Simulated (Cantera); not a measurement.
# Ignition delay

Mixture: CH4 : C2H6 : O2 : N2 = 1 : 0.18 : 1.46 : 5.49 (molar parts), at 1000000 Pa, adiabatic and at constant volume. Ignition delay is the time to a rise of 400 K.

Model: GRI-Mech 3.0 (53 species, 325 reactions), integrated in Cantera.

```tsv
T0 (K)	delay (ms)
1273	0.276
1348	0.132
1423	0.0688
1498	0.0378
1573	0.0215
1648	0.0126
```

apparent activation energy between 1498 and 1648 K: 150 kJ/mol
